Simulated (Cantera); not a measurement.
Charge: 1 mol Fe2O3, 0.84 mol Cl2, at 1550 K.

These are equilibrium values from Cantera (NASA tables, ideal gas, pure condensed phases), not measurements of a reactor. Candidate condensed phases: Fe, FeCl2, FeCl3, FeO, Fe2O3, Fe3O4; 13 gas species. Mutual solubility and eutectic melting of coexisting phases are not modelled. Equilibrium is a limit: real reactors are often held back by kinetics, nucleation or transport.

Task: What share of the Fe ends up in condensed phases as a function of P (Pa), at 1000, 2200, 4600, 10000, 22000, 46000, 100000, 220000, 460000, 1000000?

Result: 
| P (Pa) | Fe condensed (%) | as |
|---|---|---|
| 1000 | 63.6 | Fe3O4(s) |
| 2200 | 64.2 | Fe3O4(s) |
| 4600 | 65.0 | Fe2O3(s) + Fe3O4(s) |
| 10000 | 67.0 | Fe2O3(s) |
| 22000 | 69.6 | Fe2O3(s) |
| 46000 | 72.3 | Fe2O3(s) |
| 100000 | 74.9 | Fe2O3(s) |
| 220000 | 77.2 | Fe2O3(s) |
| 460000 | 79.0 | Fe2O3(s) |
| 1000000 | 80.5 | Fe2O3(s) |
